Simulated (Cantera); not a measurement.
Cantera run:

```python
import numpy as np
import cantera as ct

gas_names = [...]  # 113 gases of nasa_gas.yaml made of C, Cu, H, O
cond_names = """
    C(gr) C6H6(L) C7H8(L) C8H18(L),n-octa Cu(cr) Cu(L) CuO(s) CuO2H2(s) Cu2O(s) Cu2O(L) H2O(s) H2O(L)
""".split()


# ... load() reads the species with a 1 bar reference pressure and builds the phases ...
atoms = {
    'Cu2O': {'Cu': 2, 'O': 1},
    'C': {'C': 1},
    'H2': {'H': 2},
}
top_T = {'C(gr)': 4500, 'CuO(s)': 1390}  # K; cautious upper limits of use, not melting points


# ... equilibrate(T, P, feed) seeds the gas with the atoms and calls Mixture.equilibrate('TP', solver="vcs", rtol=1e-11, max_steps=5000) ...
results = []
feed = {'Cu2O': 1, 'C': 1.3, 'H2': 0.69}  # mol
T = 2348.15  # K
P = 1333.22  # Pa
mix = equilibrate(T, P, feed)
results.append((T, P, feed, dict(zip(mix.species_names, mix.species_moles))))
x = sorted(zip(gas.X, gas.species_names), reverse=True)
print(f"T = {T:g} K  P = {P:g} Pa  gas = {mix.phase_moles(0):.4g} mol")
print("   x: " + "  ".join(f"{s} {v:.3e}" for v, s in x if v > 0.0001))
print("   condensed (mol): " + ("  ".join(f"{mix.phase(i).name} {mix.phase_moles(i):.4g}"
      for i in range(1, mix.n_phases) if mix.phase_moles(i) > 1e-12) or "none"))
```

Result:

```
T = 2348.15 K  P = 1333.22 Pa  gas = 3.769 mol
   x: Cu 5.295e-01  CO 2.654e-01  H2 1.608e-01  H 4.291e-02  C2H2,acetylene 8.791e-04  Cu2 6.217e-04
   condensed (mol): C(gr) 0.2932
```

Cantera equilibrium calculation (NASA polynomials, part measured and part estimated; ideal gas, pure solids and liquids).
